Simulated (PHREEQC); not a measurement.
A solution holds 95 mmol/kgw Na2SeO4, 0.59 mmol/kgw NaOH and 34 mmol/kgw FeCl3, at 20 °C. Closed to the air; pH follows from the charge balance.

Equilibrium calculation in PHREEQC: ion-association model, wateq4f.dat.

Each row changes one thing in this solution. Precipitation was switched off in this run.

| case | pH | ionic strength (mol/kgw) | Cl- (mol/kgw) | SeO4-2 (mol/kgw) | Fe+3 (mol/kgw) | HSeO4- (mol/kgw) | SI of Fe(OH)3(a) (Fe(OH)3) | SI of Halite (NaCl) |
|---|---|---|---|---|---|---|---|---|
| as made | 2.25 | 0.441 | 0.0931 | 0.0873 | 0.0113 | 0.00769 | -1.12 | -3.65 |
| FeCl3 from 0.034 to 0.017 mol/kgw | 2.44 | 0.365 | 0.0489 | 0.0898 | 0.00528 | 0.00516 | -0.86 | -3.92 |
| Na2SeO4 from 0.095 to 0.0855 mol/kgw | 2.23 | … | 0.0930 | 0.0783 | 0.0113 | 0.00716 | -1.16 | -3.69 |
| NaOH from 0.00059 to 0.000295 mol/kgw | … | 0.440 | 0.0931 | 0.0872 | 0.0113 | 0.00777 | -1.13 | -3.65 |
| 0.14 mol/kgw NH4HSO4 added | 1.39 | 0.514 | 0.100 | 0.0579 | 0.00201 | 0.0371 | -4.47 | -3.65 |
| FeCl3 from 0.034 to 0.0034 mol/kgw | 3.03 | 0.300 | … | 0.0936 | 0.000543 | 0.00137 | -0.02 | -4.59 |
| NaOH from 0.00059 to 0.000649 mol/kgw | 2.25 | 0.441 | 0.0931 | 0.0873 | 0.0112 | 0.00768 | -1.12 | -3.65 |

Problem. What belongs in the gaps?

Solution. 
- Na2SeO4 from 0.095 to 0.0855 mol/kgw, ionic strength (mol/kgw): 0.413
- NaOH from 0.00059 to 0.000295 mol/kgw, pH: 2.24
- FeCl3 from 0.034 to 0.0034 mol/kgw, Cl- (mol/kgw): 0.0102

Some of these states are supersaturated (in Hematite (slow to form), Goethite (slow to form), for instance).
